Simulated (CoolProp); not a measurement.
Properties of isopentane along the isotherm 226.85 °C (Tc = 187.2 °C, pc = 33.78 bar, ω = 0.227).

Computed with CoolProp (reference Helmholtz-energy equation of state, Lemmon 2006). It is a short technical equation, of lower accuracy than the large ones.

```
p (bar)          phase       Z  cp (kJ/(kg K))  cv (kJ/(kg K))  expansivity (1/kK)  fugacity coefficient
-------  -------------  ------  --------------  --------------  ------------------  --------------------
7.68               gas  0.9385           2.596           2.442               2.469                0.9414
15.4               gas  0.8716           2.676           2.461               3.151                0.8839
23                 gas  0.7994           2.796           2.484               4.177                0.8284
30.7               gas  0.7179           2.999           2.513               5.895                0.7733
38.4     supercritical  0.6257           3.378           2.549               9.064                0.7190
46.1     supercritical  0.5203           4.173           2.595               15.48                0.6653
53.7     supercritical  0.4192           5.087           2.621               21.75                0.6135
61.4     supercritical  0.3768           4.529           2.597               15.07                0.5655
69.1     supercritical  0.3776           4.016           2.573               10.06                0.5253
76.8     supercritical  0.3920           3.749           2.559               7.620                0.4922
84.5     supercritical  0.4115           3.592           2.549               6.239                0.4648
```

The peak of cp marks the crossing from liquid-like to gas-like fluid above the critical point.
